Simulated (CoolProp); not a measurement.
Tetrahydrofuran along the isobar 179 bar: Z from the reference equation and from simpler models built on Tc = 267.0 °C, pc = 53.04 bar, ω = 0.234; each cubic takes its own stable root.

Values from CoolProp's reference Helmholtz-energy equation of state, Fiedler 2023.

| T (°C) | phase | reference |
|---|---|---|
| -56.55 | liquid | 0.7327 |
| -33.45 | liquid | 0.6781 |
| -10.35 | liquid | 0.6338 |
| 12.85 | liquid | 0.5973 |
| 35.95 | liquid | 0.5672 |
| 59.15 | liquid | 0.5420 |
| 82.25 | liquid | 0.5212 |
| 105.35 | liquid | 0.5041 |
| 128.55 | liquid | 0.4901 |

How far does each simpler model (van der Waals, Redlich-Kwong, Soave-Redlich-Kwong, Peng-Robinson) lie from the reference over these 9 states: mean and median of the absolute difference, and the worst?


- van der Waals: mean 57.2 %, median 57.2 %, worst +62.4 % at -56.55 °C and 179 bar
- Redlich-Kwong: mean 9.3 %, median 8.9 %, worst +10.6 % at -56.55 °C and 179 bar
- Soave-Redlich-Kwong: mean 7.4 %, median 7.0 %, worst +9.7 % at -56.55 °C and 179 bar
- Peng-Robinson: mean 4.4 %, median 4.8 %, worst -5.5 % at 105.35 °C and 179 bar
